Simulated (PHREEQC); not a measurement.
Solution (25 °C): 81 mmol/kgw H3PO4, 0.33 mmol/kgw Na2B4O7 and 1.4 mmol/kgw NaCl. Closed to the air; pH follows from the charge balance.

Computed with PHREEQC (ion-association model, phreeqc.dat).

No solid was allowed to form.

Question: Estimate the pH, ionic strength, specific conductance.

Answer: pH 1.70; ionic strength 0.0245 mol/kgw; specific conductance 7920 µS/cm.

Question: In which forms is P present?

Answer: H3PO4 71 %, H2PO4- 29 % of the P.

Complexes and solids missing from the database can't appear.
